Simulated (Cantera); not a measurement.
Charge: 1 mol CH₃OH, 0.021 mol NH₃, 0.53 mol N₂, 0.38 mol H₂, held at 1073.15 K and 10.0 mbar.

Equilibrium computed with Cantera from the NASA thermochemical tables; the gas is ideal and each condensed phase is pure. Candidate condensed phases: C, C₆H₆, C₇H₈, C₈H₁₈, H₂O; 136 gas species. Equilibrium is a limit: real reactors are often held back by kinetics, nucleation or transport.

Q: What is the equilibrium state?

A: 
* **x(H₂)**: 0.610
* **x(CO)**: 0.253
* **x(N₂)**: 0.137
* **x(H₂O)**: 0.000200
* **x(CH₄)**: 0.000171
* **x(CO₂)**: 8.97e-5
* **x(HCN)**: 4.46e-6
* **n(C(graphite))**: 0.000453 mol
* **gas amount**: 3.950 mol
